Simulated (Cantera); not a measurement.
A closed system holds: 1 mol Al(CH3)3, 17 mol O2, 50 mol N2, held at 1600 K and 17.0 mbar.

Equilibrium computed with Cantera from the NASA thermochemical tables; the gas is ideal and each condensed phase is pure. Candidate condensed phases: Al, AlN, Al2O3, C, C6H6, C7H8, C8H18, H2O; 148 gas species. The feed counts by its element totals alone. Kinetics and transport are ignored.

Base state: N2 0.729, O2 0.160, H2O 0.0655, CO2 0.0438, NO 0.00162, OH 0.000370, O 4.44e-5, CO 1.68e-5 (mole fractions); condensed: Al2O3(s).

Task: What changes in the equilibrium state with this change: temperature from 1600 K to 1200 K?

Result: 
```
species          before     after
-------------  --------  --------
N2                0.729     0.730
O2                0.160     0.161
H2O              0.0655    0.0657
NO              0.00162  0.000165
CO2              0.0438    0.0438
CO              1.68e-5   1.46e-8
O               4.44e-5   7.70e-8
OH             0.000370   6.28e-6
Al2O3(s), mol     0.500     0.500
```
